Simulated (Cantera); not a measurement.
A perfectly stirred reactor is fed with CH₄ : CO₂ : H₂ = 1 : 0.55 : 0.44 (molar parts), at 240000 Pa; it is held at 1450 K, and followed from long to short residence time.

Detailed kinetics in Cantera: GRI-Mech 3.0 (53 species, 325 reactions). GRI-Mech 3.0 stops at C3 and has no aromatics, soot or wall deposition, so with more carbon than oxygen in the feed, carbon stays in small species such as C2H2 where larger ones or solid carbon would form.

x: mole fraction; the columns are a selection and need not sum to one.

| τ (s) | x CH₄ | x CO₂ | x H₂ | x H | x OH | x C₂H₂ |
|---|---|---|---|---|---|---|
| 0.88 | 0.306 | 0.142 | 0.282 | ___ | 2.16e-8 | 0.0494 |
| 0.33 | 0.391 | 0.207 | 0.262 | ___ | 1.17e-8 | 0.0278 |
| 0.12 | 0.452 | 0.249 | 0.242 | ___ | 6.25e-9 | 0.0113 |
| 0.047 | 0.482 | 0.266 | 0.230 | 1.53e-6 | 4.17e-9 | 0.00368 |
| 0.018 | 0.495 | 0.273 | 0.224 | 1.45e-6 | 3.28e-9 | 0.000834 |
| 0.0066 | 0.500 | 0.275 | 0.222 | 1.35e-6 | 2.81e-9 | 0.000116 |
| 0.0025 | 0.502 | 0.276 | 0.221 | ___ | 2.44e-9 | 1.10e-5 |
| 0.00094 | 0.502 | 0.276 | 0.221 | ___ | 2.08e-9 | 7.35e-7 |
| 0.00035 | 0.502 | 0.276 | 0.221 | ___ | 1.72e-9 | 4.06e-8 |
| 0.00013 | 0.502 | 0.276 | 0.221 | ___ | 1.27e-9 | 1.81e-9 |

Question: What belongs in the gaps?

Answer: 
- 0.88, x H: 2.28e-6
- 0.33, x H: 1.89e-6
- 0.12, x H: 1.66e-6
- 0.0025, x H: 1.21e-6
- 0.00094, x H: 1.04e-6
- 0.00035, x H: 8.67e-7
- 0.00013, x H: 6.39e-7
